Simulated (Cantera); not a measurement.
Charge: 1 mol B2O3, 10 mol NH3, equilibrated at 1548 K.

Equilibrium computed with Cantera from the NASA thermochemical tables; the gas is ideal and each condensed phase is pure. Candidate condensed phases: B, BN, B2O3, B3O3H3, H2O; 39 gas species. Mutual solubility and eutectic melting of coexisting phases are not modelled. Gases not in the tables: H3BO3. Equilibrium is a limit: real reactors are often held back by kinetics, nucleation or transport.

**Question.** Which condensed phases are stable at each of these points (P (Pa)): 10, 28, 77, 220, 600, 1700, 4600, 13000, 36000, 100000?

**Answer.** 
```json
[
 {"P (Pa)": "10", "condensed phases": "gas only", "B condensed (%)": "0.0"},
 {"P (Pa)": "28", "condensed phases": "gas only", "B condensed (%)": "0.0"},
 {"P (Pa)": "77", "condensed phases": "gas only", "B condensed (%)": "0.0"},
 {"P (Pa)": "220", "condensed phases": "B2O3(l)", "B condensed (%)": "4.3"},
 {"P (Pa)": "600", "condensed phases": "BN(s) + B2O3(l)", "B condensed (%)": "56.7"},
 {"P (Pa)": "1700", "condensed phases": "BN(s) + B2O3(l)", "B condensed (%)": "79.3"},
 {"P (Pa)": "4600", "condensed phases": "BN(s) + B2O3(l)", "B condensed (%)": "88.7"},
 {"P (Pa)": "13000", "condensed phases": "BN(s) + B2O3(l)", "B condensed (%)": "93.5"},
 {"P (Pa)": "36000", "condensed phases": "BN(s) + B2O3(l)", "B condensed (%)": "95.9"},
 {"P (Pa)": "100000", "condensed phases": "BN(s) + B2O3(l)", "B condensed (%)": "97.4"}
]
```

From 10.0 Pa to 77.0 Pa nothing is condensed. At 2.20 mbar the condensed part is B2O3(l). From 6.00 mbar to 1.00 bar the condensed part is BN(s) + B2O3(l).
